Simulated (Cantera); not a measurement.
**Moist CO burnout**

An isothermal, constant-pressure homogeneous reactor starts with CO : O₂ : H₂O : N₂ = 0.021 : 0.098 : 0.00082 : 1 (molar parts), at 1075 K and 7.40 bar.

Detailed kinetics in Cantera: GRI-Mech 3.0 (53 species, 325 reactions).

```tsv
t (s)	x CO	x O₂	x H₂O	x H₂	x H₂O₂	x O	x H
0.000400	0.0188	0.0875	0.000732	<1e-12	<1e-12	8.77e-9	4.83e-12
0.000970	0.0188	0.0875	0.000732	2.08e-12	<1e-12	9.73e-9	1.05e-11
0.00235	0.0188	0.0875	0.000732	1.20e-11	1.04e-11	1.09e-8	2.54e-11
0.00570	0.0188	0.0875	0.000732	8.17e-11	1.01e-10	1.45e-8	6.91e-11
0.0138	0.0187	0.0875	0.000732	8.09e-10	1.29e-9	2.76e-8	2.36e-10
0.0335	0.0187	0.0875	0.000732	1.79e-8	2.58e-8	8.62e-8	1.09e-9
0.0812	0.0181	0.0872	0.000731	2.68e-7	1.07e-7	1.55e-7	2.29e-9
0.197	0.0166	0.0865	0.000731	7.77e-7	1.14e-7	1.57e-7	2.22e-9
0.478	0.0133	0.0850	0.000732	9.95e-7	1.08e-7	1.48e-7	1.83e-9
1.16	0.00801	0.0826	0.000735	6.57e-7	8.32e-8	1.21e-7	1.09e-9
2.81	0.00280	0.0802	0.000737	2.18e-7	4.01e-8	7.13e-8	3.51e-10
6.81	0.000452	0.0791	0.000739	2.87e-8	7.78e-9	2.40e-8	4.97e-11
16.5	2.67e-5	0.0789	0.000739	1.39e-9	3.23e-10	3.85e-9	3.48e-12
40.0	1.96e-8	0.0789	0.000739	1.61e-12	6.92e-12	2.71e-10	<1e-12
```
x: mole fraction; the columns are a selection and need not sum to one.

Equilibrium at this temperature and pressure: CO 1.63e-11, O₂ 0.0789, H₂O 0.000739, H₂ <1e-12, H₂O₂ 3.89e-12, O 1.36e-10, H <1e-12 (gas phase only).
